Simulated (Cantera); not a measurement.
A Cantera script and its output.

```python
import numpy as np
import cantera as ct

gas = ct.Solution("gri30.yaml")
gas.TPX = 1323, 101325, {'CO': 0.011, 'O2': 0.0023, 'H2O': 0.013, 'N2': 1, 'H2': 0.016}
reactor = ct.IdealGasConstPressureReactor(gas, energy="off", clone=False)
net = ct.ReactorNet([reactor])
net.rtol, net.atol = 1e-08, 1e-18
show = ['CO', 'O2', 'H2O', 'NO2', 'H2O2', 'H2']
times = np.geomspace(4e-05, 40, 14)

steps = ct.SolutionArray(gas, extra=["t"])
rows = []
print(f"{'t/s':>10s}{'T/K':>9s}{'P/Pa':>11s}" + "".join(f"{s:>11s}" for s in show))
for t in times:
    while net.time < t:
        t_next = net.step()
        steps.append(gas.state, t=t_next)
    rows.append([np.interp(t, steps.t, y) for y in (steps.T, steps.P, *steps(*show).X.T)])
    print(f"{t:10.3e}{rows[-1][0]:9.1f}{rows[-1][1]:11.4g}" + "".join(f"{x:11.3e}" for x in rows[-1][2:]))
rate = np.gradient(steps.T, steps.t)
print("integrator steps:", len(steps.t))
if steps.T.max() > steps.T[0] + 200:
    print(f"time of steepest temperature rise: {steps.t[rate.argmax()]:.4e} s")
gas.TPX = 1323, 101325, {'CO': 0.011, 'O2': 0.0023, 'H2O': 0.013, 'N2': 1, 'H2': 0.016}
gas.equilibrate("TP")
print(f"equilibrium (TP): T = {gas.T:.1f} K  " + "  ".join(f"{s} {gas[s].X[0]:.3e}" for s in show))
```

Result:

```
       t/s      T/K       P/Pa         CO         O2        H2O        NO2       H2O2         H2
 4.000e-05   1323.0  1.013e+05  1.055e-02  2.207e-03  1.247e-02  1.902e-25  3.124e-12  1.535e-02
 1.158e-04   1323.0  1.013e+05  1.055e-02  2.207e-03  1.247e-02  1.229e-23  1.612e-11  1.535e-02
 3.351e-04   1323.0  1.013e+05  1.055e-02  2.207e-03  1.247e-02  2.882e-21  8.891e-11  1.535e-02
 9.698e-04   1323.0  1.013e+05  1.054e-02  2.110e-03  1.264e-02  5.609e-15  7.649e-09  1.511e-02
 2.807e-03   1323.0  1.013e+05  8.626e-03  2.696e-06  1.493e-02  9.943e-14  3.129e-09  1.204e-02
 8.124e-03   1323.0  1.013e+05  7.712e-03  1.996e-07  1.405e-02  2.896e-14  5.632e-10  1.353e-02
 2.351e-02   1323.0  1.013e+05  7.345e-03  2.006e-08  1.369e-02  9.278e-15  9.313e-11  1.409e-02
 6.805e-02   1323.0  1.013e+05  7.187e-03  2.235e-09  1.353e-02  3.203e-15  1.309e-11  1.432e-02
 1.970e-01   1323.0  1.013e+05  7.116e-03  2.585e-10  1.346e-02  1.131e-15  1.662e-12  1.441e-02
 5.700e-01   1323.0  1.013e+05  7.084e-03  3.040e-11  1.343e-02  3.789e-16  2.027e-13  1.445e-02
 1.650e+00   1323.0  1.013e+05  7.069e-03  3.629e-12  1.342e-02  1.234e-16  2.462e-14  1.447e-02
 4.775e+00   1323.0  1.013e+05  7.062e-03  4.441e-13  1.341e-02  4.171e-17  3.047e-15  1.448e-02
 1.382e+01   1323.0  1.013e+05  7.059e-03  6.193e-14  1.341e-02  1.293e-17  4.327e-16  1.448e-02
 4.000e+01   1323.0  1.013e+05  7.057e-03  1.742e-14  1.340e-02  2.827e-18  1.264e-16  1.448e-02
integrator steps: 2206
equilibrium (TP): T = 1323.0 K  CO 7.056e-03  O2 1.440e-14  H2O 1.340e-02  NO2 3.465e-19  H2O2 1.056e-16  H2 1.448e-02
```

Detailed kinetics in Cantera: GRI-Mech 3.0 (53 species, 325 reactions).
